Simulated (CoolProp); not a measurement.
Vapour-liquid equilibrium of R22 (1) + cyclohexane (2) at 321.2 K; x and y are mole fractions of (1).

Values from CoolProp's multi-fluid Helmholtz-energy mixture model, Kamei 1995 and Zhou 2014; pair parameters Bell 2016.

Q: Give the bubble pressure and the first vapour's composition at x = 0.35, 0.65, 0.95. Is there an azeotrope?

A: x = 0.35: 939.6 kPa, y = 0.964; x = 0.65: 1307 kPa, y = 0.977; x = 0.95: 1746 kPa, y = 0.995. No azeotrope shows between x = 0.05 and 0.95.

Pair parameters are fitted to limited data, so mixtures are less certain than the pure fluids. The gap from Raoult's law changes sign with composition, which may be real or a fault of the pair parameters; it wasn't checked against measurements. With so large a gap from Raoult's law the liquid may split in two, which this calculation doesn't test in full.
